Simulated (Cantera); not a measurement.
# Thermodynamics of silicon nitride deposition, feed Si₂Cl₆ + N₂ + H₂

Input: 1 mol Si₂Cl₆, 3.6 mol N₂, a varied amount of H₂, equilibrated at 2.90 mbar.

Method: chemical equilibrium by Gibbs-energy minimisation in Cantera with the NASA 1993 tables (ideal gas, pure condensed phases). Candidate condensed phases: NH₄Cl, Si, Si₃N₄; 28 gas species. The feed counts by its element totals alone. Mutual solubility and eutectic melting of coexisting phases are not modelled. The tables' values for SiCl₃ are old estimates. Equilibrium is a limit: real reactors are often held back by kinetics, nucleation or transport.

Stable condensed phases:

```
T in K \ n(H₂) in mol
         0.29 0.46 0.73  1.2  1.8  2.9  4.5  7.1   11   18   28
   1750     A    A    A    A    A    A    A    A    B    B    B
   1725     A    A    A    A    A    A    A    A    B    B    B
   1700     A    A    A    A    A    A    A    A    B    B    B
   1675     A    A    A    A    A    A    A    A    B    B    B
   1650     A    A    A    A    A    A    A    A    B    B    B
   1625     A    A    A    A    A    A    A    C    C    B    B
   1600     A    A    A    A    A    A    C    C    C    C    D
   1575     A    A    A    A    A    A    C    C    C    C    C
   1550     A    A    A    A    A    C    C    C    C    C    C
   1525     A    A    A    A    C    C    C    C    C    C    C
```

A: gas only; B: Si; C: Si₃N₄; D: Si + Si₃N₄.
